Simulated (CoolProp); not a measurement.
Values from CoolProp's reference Helmholtz-energy equation of state, Bücker 2006.

### Question
Give the vapour pressure (bar), liquid density (kg/m³), vapour density (kg/m³), enthalpy of vaporisation (kJ/kg) of saturated ethane at -36.05 °C.

### Answer
```tsv
T (°C)	p (bar)	liquid density (kg/m³)	vapour density (kg/m³)	enthalpy of vaporisation (kJ/kg)
-36.05	8.83	470	15.9	402
```
